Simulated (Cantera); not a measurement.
Input: 1 mol B2H6, 9 mol N2, 2.9 mol H2, at 2125 K.

These are equilibrium values from Cantera (NASA tables, ideal gas, pure condensed phases), not measurements of a reactor. Candidate condensed phases: B, BN; 15 gas species. The feed counts by its element totals alone. Rates play no part.

Q: Which condensed phases are stable at each of these points (P (Pa)): 10, 63, 400, 2500, 16000, 100000?

A: 
```tsv
P (Pa)	condensed phases	B condensed (%)
10	B(s)	91.9
63	B(s)	98.6
400	BN(s)	99.8
2500	BN(s)	99.9
16000	BN(s)	100.0
100000	BN(s)	100.0
```

From 10.0 Pa to 63.0 Pa the condensed part is B(s). From 4.00 mbar to 1.00 bar the condensed part is BN(s).
